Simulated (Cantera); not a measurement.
An isothermal, constant-pressure homogeneous reactor starts with N2O = 1 (molar parts), at 1375 K and 9.75 Torr. Integrator tolerance rtol = 1e-08.

Detailed kinetics in Cantera: GRI-Mech 3.0 (53 species, 325 reactions). GRI-Mech 3.0 was tuned for natural gas; its chemistry of N2O as a main component is partial and can be far from experiment. Radical loss at walls, strong at low pressure, is not modelled. The mechanism lacks the step 2 NO + O2 → 2 NO2, which can matter for NO2 below about 1400 K. The temperature is held fixed by assumption; the heat of reaction is taken as removed at once.

### Question
What does this change do: temperature 1375 to 1050 K?

### Answer
```tsv
quantity	before	after
x(N2O) at 200 s	3.66e-6 (gas-phase equilibrium 4.91e-9)	0.913 (gas-phase equilibrium 5.06e-10)
x(N2) at 200 s	0.606 (gas-phase equilibrium 0.666)	0.0565 (gas-phase equilibrium 0.667)
x(NO2) at 200 s	0.000127 (gas-phase equilibrium 8.50e-7)	6.06e-7 (gas-phase equilibrium 3.40e-7)
x(NO) at 200 s	0.121 (gas-phase equilibrium 0.000731)	0.00307 (gas-phase equilibrium 6.15e-5)
x(O2) at 200 s	0.273 (gas-phase equilibrium 0.333)	0.0275 (gas-phase equilibrium 0.333)
x(O) at 200 s	2.96e-6 (gas-phase equilibrium 3.24e-6)	1.24e-7 (gas-phase equilibrium 3.41e-9)
```
